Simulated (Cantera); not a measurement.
A freely propagating, adiabatic, planar premixed flame of 9.51 % CH₄, 19.0 % O₂, 71.5 % N₂, equivalence ratio 1.0, unburnt at 350 K and 128 Torr; multicomponent+Soret transport, grid criteria slope 0.08 and curve 0.16, no radiation.

Model: GRI-Mech 3.0 (53 species, 325 reactions), integrated in Cantera. Burning velocities carry a grid error of a few per cent, more on coarse grids.

### Question
Predict: laminar burning velocity; thermal thickness; peak x(H); peak x(C₂H); peak x(C₂H₂).

### Answer
```
Item                          Value
------------------------  ---------
laminar burning velocity  73.7 cm/s
thermal thickness           1.84 mm
peak x(H)                    0.0136
peak x(C₂H)                 1.34e-7
peak x(C₂H₂)                8.54e-5
```
